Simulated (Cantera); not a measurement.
Input: 1 mol K2SO4, 0.21 mol H2, equilibrated at 133 Pa.

Cantera equilibrium calculation (NASA polynomials, part measured and part estimated; ideal gas, pure solids and liquids). Candidate condensed phases: H2O, H2SO4, K, KOH, KO2, K2O, K2O2, K2S, K2SO4, S; 26 gas species. Mutual solubility and eutectic melting of coexisting phases are not modelled. Gases not in the tables: S3 to S7. Kinetics and transport are ignored.

x: gas mole fraction; n: condensed amount in mol.

| T (°C) | x H2O | x KOH | x K2SO4 | x K | x SO2 | x H2 | x O2 | x S2 | x H2S | n K2S(s) | n K2SO4(s) | n K2SO4(l) |
|---|---|---|---|---|---|---|---|---|---|---|---|---|
| 627 | 0.790 | 0.000787 | 1.60e-8 | 5.19e-5 | 7.32e-8 | 0.209 | <1e-12 | 1.50e-8 | 0.000421 | 0.0414 | 0.958 | 0 |
| 727 | 0.811 | 0.00397 | 1.03e-6 | 0.000638 | 1.23e-5 | 0.183 | <1e-12 | 6.35e-6 | 0.00228 | 0.0424 | 0.957 | 0 |
| 827 | 0.810 | 0.0150 | 2.93e-5 | 0.00501 | 0.000731 | 0.160 | <1e-12 | 0.000703 | 0.00787 | 0.0419 | 0.956 | 0 |
| 927 | 0.741 | 0.0563 | 0.000455 | 0.0358 | 0.0124 | 0.131 | 3.86e-12 | 0.0110 | 0.0112 | 0.0367 | 0.953 | 0 |
| 1027 | ___ | ___ | ___ | ___ | ___ | ___ | ___ | ___ | ___ | 0 | 0.928 | 0 |
| 1127 | ___ | ___ | ___ | ___ | 0.236 | ___ | ___ | ___ | ___ | 0 | 0 | ___ |
| 1227 | 0.182 | 0.289 | 0.110 | 0.183 | 0.236 | 0.000459 | 0.000422 | 6.51e-10 | 1.55e-9 | 0 | 0 | 0.778 |
| 1327 | 0.0179 | 0.167 | 0.287 | 0.226 | 0.197 | 1.01e-5 | 0.104 | <1e-12 | <1e-12 | 0 | 0 | 0 |

Task: Complete the blanks.

Result: 
- 1027, x H2O: 0.412
- 1027, x KOH: 0.157
- 1027, x K2SO4: 0.00443
- 1027, x K: 0.219
- 1027, x SO2: 0.0907
- 1027, x H2: 0.0649
- 1027, x O2: 2.28e-10
- 1027, x S2: 0.0447
- 1027, x H2S: 0.00556
- 1127, x H2O: 0.256
- 1127, x KOH: 0.219
- 1127, x K2SO4: 0.0263
- 1127, x K: 0.255
- 1127, x H2: 0.00680
- 1127, x O2: 2.17e-7
- 1127, x S2: 3.96e-5
- 1127, x H2S: 9.53e-6
- 1127, n K2SO4(l): 0.851
